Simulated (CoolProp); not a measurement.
Vapour pressure (MPa) of R1224YDZ: the reference equation beside estimates from Tc = 155.5 °C, pc = 3.334 MPa, ω = 0.325. Clausius-Clapeyron is anchored at -65.85 °C with a constant enthalpy of vaporisation of 30.61 kJ/mol.

Values from CoolProp's reference Helmholtz-energy equation of state, Akasaka 2023.

```tsv
T (°C)	reference	Lee-Kesler	Clausius-Clapeyron	van der Waals	Redlich-Kwong	Soave-Redlich-Kwong	Peng-Robinson
-65.85	0.0009557	0.0009672	0.0009557	0.07363	0.004679	0.0009991	0.001105
-56.55	0.002039	0.002040	0.002049	0.09942	0.008695	0.002099	0.002278
-47.25	0.004032	0.004009	0.004125	0.1311	0.01515	0.004105	0.004384
-38.05	0.007424	0.007356	0.007805	0.1689	0.02485	0.007499	0.007897
-28.75	0.01300	0.01287	0.01416	0.2143	0.03909	0.01306	0.01359
-19.45	0.02166	0.02144	0.02460	0.2674	0.05900	0.02167	0.02233
-10.25	0.03438	0.03408	0.04089	0.3282	0.08558	0.03432	0.03505
-0.95	0.05278	0.05242	0.06597	0.3986	0.1208	0.05263	0.05335
8.35	0.07831	0.07794	0.1031	0.4784	0.1659	0.07806	0.07864
17.55	0.1123	0.1120	0.1560	0.5672	0.2217	0.1120	0.1123
26.85	0.1574	0.1573	0.2311	0.6674	0.2909	0.1572	0.1568
36.15	0.2154	0.2156	0.3342	0.7785	0.3744	0.2154	0.2142
45.35	0.2877	0.2883	0.4713	0.8995	0.4727	0.2883	0.2859
```

Absolute difference from the reference over all 13 rows, mean and median: Lee-Kesler 0.6 and 0.6 %, Clausius-Clapeyron 23.9 and 18.9 %, van der Waals 1816.4 and 854.6 %, Redlich-Kwong 177.7 and 148.9 %, Soave-Redlich-Kwong 0.9 and 0.3 %, Peng-Robinson 4.2 and 1.9 %.
